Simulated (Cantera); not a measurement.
## Fluorocarbon and chlorocarbon gases: CH2F2 + CH4 + H2

Input: 1 mol CH2F2, 1 mol CH4, 6.1 mol H2, held at 0.0133 bar.

Equilibrium computed with Cantera from the NASA thermochemical tables; the gas is ideal and each condensed phase is pure. Candidate condensed phases: C, C6H6, C7H8, C8H18; 95 gas species. The numbers say what is thermodynamically allowed, not how fast it happens.

```csv
T (K),x H2,x H,x HF,x C3,x C2H2 (acetylene),x C2H,x C,x F,n C(graphite)
2425,0.681,0.128,0.185,1.12e-5,0.00532,6.09e-5,4.31e-6,5.94e-5,1.88
2475,0.654,0.158,0.182,2.52e-5,0.00636,0.000104,8.82e-6,8.60e-5,1.86
2525,0.622,0.191,0.179,5.48e-5,0.00747,0.000174,1.75e-5,0.000123,1.83
2575,0.586,0.230,0.175,0.000116,0.00861,0.000283,3.40e-5,0.000173,1.79
2625,0.547,0.272,0.171,0.000237,0.00976,0.000448,6.41e-5,0.000242,1.75
2675,0.504,0.318,0.166,0.000472,0.0108,0.000693,0.000118,0.000335,1.70
2725,0.458,0.366,0.161,0.000917,0.0118,0.00105,0.000213,0.000459,1.63
2775,0.411,0.416,0.155,0.00174,0.0126,0.00154,0.000375,0.000626,1.55
2825,0.363,0.466,0.150,0.00321,0.0132,0.00222,0.000648,0.000849,1.43
2875,0.316,0.515,0.144,0.00581,0.0134,0.00312,0.00110,0.00115,1.25
2925,0.269,0.560,0.138,0.0103,0.0134,0.00429,0.00183,0.00154,0.960
2975,0.225,0.600,0.131,0.0179,0.0130,0.00575,0.00299,0.00207,0.481
```
x: gas mole fraction; n: condensed amount in mol.

From 2425 K to 2975 K the condensed part is C(graphite). The main C-bearing gas is C2H2 (acetylene) at 2425 K and C3 at 2975 K. The share of C in condensed phases is highest at 2425 K (94.1 %) and lowest at 2975 K (24.1 %).
